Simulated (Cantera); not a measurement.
An isothermal, constant-pressure homogeneous reactor starts with 27.8 % C2H6, 72.2 % N2, at 1325 K and 750 Torr.

Computed with Cantera and GRI-Mech 3.0 (53 species, 325 reactions). GRI-Mech 3.0 stops at C3 and has no aromatics, soot or wall deposition, so with more carbon than oxygen in the feed, carbon stays in small species such as C2H2 where larger ones or solid carbon would form.

Problem. Predict: x(C2H6) at 20.0 s; x(C2H2) at 20.0 s; x(H2) at 20.0 s; x(CH3) at 20.0 s; x(CH4) at 20.0 s.

Solution. 
```
Quantity                                              Result
-----------------  -----------------------------------------
x(C2H6) at 20.0 s  0.000235 (gas-phase equilibrium 0.000180)
x(C2H2) at 20.0 s       0.103 (gas-phase equilibrium 0.0717)
x(H2) at 20.0 s          0.171 (gas-phase equilibrium 0.177)
x(CH3) at 20.0 s     1.24e-5 (gas-phase equilibrium 1.11e-5)
x(CH4) at 20.0 s         0.142 (gas-phase equilibrium 0.143)
```
